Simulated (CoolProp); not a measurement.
Vapour-liquid equilibrium of nitrogen (1) + oxygen (2) at -161.25 °C; x and y are mole fractions of (1).

The numbers come from the multi-fluid Helmholtz-energy mixture model, Span 2000 and Schmidt 1985; pair parameters Gernert 2013 in CoolProp.

```csv
x,"bubble pressure, mixture model (kPa)","bubble pressure, Raoult's law (kPa)","y, mixture model","y, Raoult's law"
0.05,674.1,668.9,0.117,0.122
0.2,831.3,821.2,0.370,0.398
0.35,978.5,973.6,0.542,0.587
0.5,1122,1126,0.675,0.726
0.65,1267,1278,0.785,0.831
0.8,1417,1431,0.882,0.914
0.95,1577,1583,0.971,0.980
```

The largest gap from Raoult's law is +1.2 % in bubble pressure, at x = 0.2. No azeotrope shows between x = 0.05 and 0.95.

Pair parameters are fitted to limited data, so mixtures are less certain than the pure fluids. The gap from Raoult's law changes sign with composition, which may be real or a fault of the pair parameters; it wasn't checked against measurements.
